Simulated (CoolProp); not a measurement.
Vapour-liquid equilibrium of isobutene (1) + n-butane (2) at 1640 kPa; x and y are mole fractions of (1).

Model: multi-fluid Helmholtz-energy mixture model, Lemmon 2005 and Bücker 2006; pair parameters Bell 2016, in CoolProp.

```csv
x,bubble temperature (°C),y at the bubble point,dew temperature at overall composition x (°C),liquid density (mol/L)
0.05,103.1,…,…,7.951
0.15,101.9,0.168,102.1,8.018
0.25,…,0.275,101.1,…
0.35,99.8,…,…,8.153
0.45,98.9,0.480,99.1,8.222
0.55,98.0,0.578,98.2,8.291
0.65,97.1,…,97.3,8.361
0.75,96.3,0.770,96.4,8.432
0.85,95.5,0.863,95.6,8.504
0.95,94.7,0.955,94.7,8.577
```

Task: What belongs in the gaps?

Result: 
- 0.05, y at the bubble point: 0.057
- 0.05, dew temperature at overall composition x (°C): 103.2
- 0.25, bubble temperature (°C): 100.9
- 0.25, liquid density (mol/L): 8.086
- 0.35, y at the bubble point: 0.379
- 0.35, dew temperature at overall composition x (°C): 100.1
- 0.65, y at the bubble point: 0.675

No azeotrope shows between x = 0.05 and 0.95.

Pair parameters are fitted to limited data, so mixtures are less certain than the pure fluids.
